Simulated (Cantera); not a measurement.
An isothermal, constant-pressure homogeneous reactor starts with H₂ : O₂ : N₂ = 0.3 : 0.52 : 3.1 (molar parts), at 1275 K and 19.5 Torr.

Model: the H2/O2 subset of GRI-Mech 3.0, which has no nitrogen chemistry, integrated in Cantera. Radical loss at walls, strong at low pressure, is not modelled. The temperature is held fixed by assumption; the heat of reaction is taken as removed at once.

x: mole fraction; the columns are a selection and need not sum to one.

```csv
t (s),x H₂,x O₂,x H₂O₂,x HO₂,x H,x OH,x H₂O
1.00e-5,0.0765,0.133,<1e-12,6.91e-10,6.68e-10,2.57e-11,4.54e-12
3.46e-5,0.0765,0.133,<1e-12,2.39e-9,2.25e-9,2.35e-10,1.51e-10
0.000119,0.0765,0.133,1.09e-11,8.25e-9,9.77e-9,1.87e-9,4.23e-9
0.000412,0.0765,0.133,1.25e-10,2.89e-8,1.75e-7,4.02e-8,2.09e-7
0.00143,0.0742,0.131,?,1.09e-6,0.00118,0.000271,0.00161
0.00492,0.00543,0.0946,?,1.28e-6,0.0289,0.00352,0.0552
0.0170,0.00432,0.0953,?,1.32e-6,0.0181,0.00315,0.0628
0.0588,0.00177,0.0966,?,1.27e-6,0.00403,0.00202,0.0743
0.203,0.000194,0.0978,?,6.38e-7,0.000138,0.000669,0.0789
0.702,1.52e-5,0.0981,?,1.05e-7,3.02e-6,0.000188,0.0795
2.42,2.08e-6,0.0981,?,1.83e-8,1.55e-7,6.99e-5,0.0795
8.38,4.28e-7,0.0981,7.32e-10,6.20e-9,1.46e-8,3.18e-5,0.0796
28.9,1.29e-7,0.0981,2.52e-10,5.49e-9,2.42e-9,1.75e-5,0.0796
100,8.80e-8,0.0981,1.82e-10,5.95e-9,1.37e-9,1.44e-5,0.0796
```

Problem. Fill in the missing entries.

Solution. 
- 0.00143, x H₂O₂: 6.39e-9
- 0.00492, x H₂O₂: 8.65e-8
- 0.0170, x H₂O₂: 1.00e-7
- 0.0588, x H₂O₂: 1.13e-7
- 0.203, x H₂O₂: 5.66e-8
- 0.702, x H₂O₂: 1.27e-8
- 2.42, x H₂O₂: 2.84e-9
